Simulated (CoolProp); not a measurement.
Vapour-liquid equilibrium of cyclohexane (1) + o-xylene (2) at 0.128 bar; x and y are mole fractions of (1).

Computed with CoolProp (multi-fluid Helmholtz-energy mixture model, Zhou 2014 and Zhou 2012; pair parameters Bell 2016).

### Question
Give the bubble temperature and the first vapour's composition at x = 0.125, 0.2, 0.5. Is there an azeotrope?

### Answer
x = 0.125: 57.6 °C, y = 0.662; x = 0.2: 50.0 °C, y = 0.781; x = 0.5: 35.3 °C, y = 0.928. No azeotrope shows between x = 0.05 and 0.95.

Pair parameters are fitted to limited data, so mixtures are less certain than the pure fluids.
